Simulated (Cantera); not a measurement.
**Low-pressure radical oxidation in H2/O2**

An isothermal, constant-pressure homogeneous reactor starts with H₂ : O₂ = 0.059 : 1 (molar parts), at 900 K and 20.0 Torr.

Cantera simulation using GRI-Mech 3.0 (53 species, 325 reactions); the numbers are that mechanism's predictions, not measurements. Radical loss at walls, strong at low pressure, is not modelled. Below about 950 K walls govern HO2 and H2O2 in real vessels. The temperature is held fixed by assumption; the heat of reaction is taken as removed at once.

| t (s) | x H₂ | x O₂ | x H₂O | x O | x OH | x H | x H₂O₂ |
|---|---|---|---|---|---|---|---|
| 5.00e-5 | 0.0557 | 0.944 | <1e-12 | <1e-12 | <1e-12 | 2.14e-12 | <1e-12 |
| 0.000195 | 0.0557 | 0.944 | 3.46e-12 | 4.55e-12 | 2.46e-12 | 7.94e-12 | <1e-12 |
| 0.000758 | 0.0557 | 0.944 | 1.39e-10 | 8.74e-11 | 3.27e-11 | 7.72e-11 | <1e-12 |
| 0.00295 | 0.0557 | 0.944 | 2.94e-7 | 1.50e-7 | 5.39e-8 | 1.23e-7 | 1.91e-12 |
| 0.0115 | 0.00296 | 0.939 | 0.0530 | 0.00263 | 0.000851 | 0.00145 | 6.38e-7 |
| 0.0447 | 0.000259 | 0.943 | 0.0570 | 0.000145 | 7.78e-5 | 7.62e-6 | 1.95e-7 |
| 0.174 | 4.21e-5 | 0.943 | 0.0573 | 1.79e-5 | 2.38e-5 | 2.96e-7 | 7.92e-8 |
| 0.678 | 4.44e-6 | 0.943 | 0.0573 | 1.98e-6 | 8.45e-6 | 1.15e-8 | 2.79e-8 |
| 2.64 | 2.36e-7 | 0.943 | 0.0573 | 2.10e-7 | 2.91e-6 | 3.88e-10 | 8.31e-9 |
| 10.3 | 5.25e-9 | 0.943 | 0.0573 | 2.99e-8 | 1.10e-6 | 1.96e-11 | 2.28e-9 |
| 40.0 | 2.38e-10 | 0.943 | 0.0573 | 5.90e-9 | 4.89e-7 | 1.70e-12 | 6.60e-10 |
x: mole fraction; the columns are a selection and need not sum to one.

Equilibrium at this temperature and pressure: H₂ 1.16e-12, O₂ 0.943, H₂O 0.0573, O 3.22e-11, OH 3.59e-8, H <1e-12, H₂O₂ 6.18e-12 (gas phase only).
